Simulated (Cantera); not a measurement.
**Stirred combustor or abatement burner**

A perfectly stirred reactor is fed with 27.2 % H₂, 14.2 % O₂, 53.2 % N₂, 5.43 % H₂O, at 1.01 bar; it is adiabatic with a 748 K inlet, and is followed from long to short residence time, starting on the burning branch (τ in s: 0.068, 0.02, 0.0061, 0.0018, 0.00054, 0.00016, 4.7e-05, 1.4e-05, 4.2e-06).

Cantera simulation using the H2/O2 subset of GRI-Mech 3.0, which has no nitrogen chemistry; the numbers are that mechanism's predictions, not measurements.

```json
[
 {"τ (s)": "0.068", "T (K)": "2487", "x H₂": "0.0181", "x O₂": "0.0124", "x H₂O": "0.345", "x O": "0.00158", "x OH": "0.0130", "x H₂O₂": "2.65e-7", "x HO₂": "3.12e-6"},
 {"τ (s)": "0.020", "T (K)": "2477", "x H₂": "0.0190", "x O₂": "0.0127", "x H₂O": "0.344", "x O": "0.00169", "x OH": "0.0133", "x H₂O₂": "2.64e-7", "x HO₂": "3.20e-6"},
 {"τ (s)": "0.0061", "T (K)": "2450", "x H₂": "0.0213", "x O₂": "0.0137", "x H₂O": "0.339", "x O": "0.00204", "x OH": "0.0142", "x H₂O₂": "2.64e-7", "x HO₂": "3.47e-6"},
 {"τ (s)": "0.0018", "T (K)": "2375", "x H₂": "0.0271", "x O₂": "0.0162", "x H₂O": "0.329", "x O": "0.00308", "x OH": "0.0163", "x H₂O₂": "2.77e-7", "x HO₂": "4.36e-6"},
 {"τ (s)": "0.00054", "T (K)": "2233", "x H₂": "0.0360", "x O₂": "0.0207", "x H₂O": "0.311", "x O": "0.00536", "x OH": "0.0187", "x H₂O₂": "3.57e-7", "x HO₂": "6.98e-6"},
 {"τ (s)": "0.00016", "T (K)": "2029", "x H₂": "0.0452", "x O₂": "0.0266", "x H₂O": "0.289", "x O": "0.00881", "x OH": "0.0191", "x H₂O₂": "6.17e-7", "x HO₂": "1.29e-5"},
 {"τ (s)": "4.7e-5", "T (K)": "1784", "x H₂": "0.0533", "x O₂": "0.0342", "x H₂O": "0.266", "x O": "0.0122", "x OH": "0.0162", "x H₂O₂": "1.49e-6", "x HO₂": "2.33e-5"},
 {"τ (s)": "1.4e-5", "T (K)": "1516", "x H₂": "0.0724", "x O₂": "0.0488", "x H₂O": "0.234", "x O": "0.0122", "x OH": "0.0105", "x H₂O₂": "4.10e-6", "x HO₂": "4.50e-5"},
 {"τ (s)": "4.2e-6", "T (K)": "748", "x H₂": "0.272", "x O₂": "0.142", "x H₂O": "0.0543", "x O": "<1e-12", "x OH": "<1e-12", "x H₂O₂": "<1e-12", "x HO₂": "<1e-12"}
]
```
x: mole fraction; the columns are a selection and need not sum to one.
